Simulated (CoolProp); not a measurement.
Saturated liquid density (kg/m³) of 1-butene: the reference equation beside estimates from Tc = 146.1 °C, pc = 4.006 MPa, ω = 0.192. Rackett uses Z = 0.29056 − 0.08775 ω.

Values from CoolProp's reference Helmholtz-energy equation of state, Lemmon 2005. It is a short technical equation, of lower accuracy than the large ones.

```csv
T (°C),reference,Rackett,Soave-Redlich-Kwong
-31.35,653.6,648.9,606.6
-22.75,644.2,639.7,598.1
-14.15,634.5,630.3,589.1
-5.55,624.8,620.7,579.8
3.05,614.8,610.8,570.0
11.65,604.6,600.7,559.7
20.15,594.2,590.4,549.0
28.75,583.4,579.6,537.6
37.35,572.3,568.5,525.5
45.95,560.8,557.0,512.8
```

Absolute difference from the reference over all 10 rows, mean and median: Rackett 0.7 and 0.7 %, Soave-Redlich-Kwong 7.6 and 7.4 %.
